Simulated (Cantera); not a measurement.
# TEOS + CO₂ + H₂ (silicon oxide and oxynitride deposition)

Feed: 1 mol TEOS, 4.1 mol CO₂, 7.5 mol H₂, at 1725 K and 120 Torr.

These are equilibrium values from Cantera (NASA tables, ideal gas, pure condensed phases), not measurements of a reactor. Candidate condensed phases: C, C₆H₆, C₇H₈, C₈H₁₈, H₂O, Si, SiC, SiO₂; 123 gas species. The feed counts by its element totals alone. Equilibrium is a limit: real reactors are often held back by kinetics, nucleation or transport.

```json
{
  "x(H₂)": "0.589",
  "x(CO)": "0.392",
  "x(SiO)": "0.0185",
  "x(H)": "0.000356",
  "x(H₂O)": "5.07e-5",
  "x(CH₄)": "1.70e-5",
  "x(CO₂)": "9.59e-6",
  "x(C₂H₂ (acetylene))": "5.10e-6",
  "n(SiC(s))": "0.450 mol",
  "gas_amount": "29.70 mol",
  "log10 activity of C(graphite) (absent)": "-0.51",
  "log10 activity of Si(l) (absent)": "-1.26"
}
```
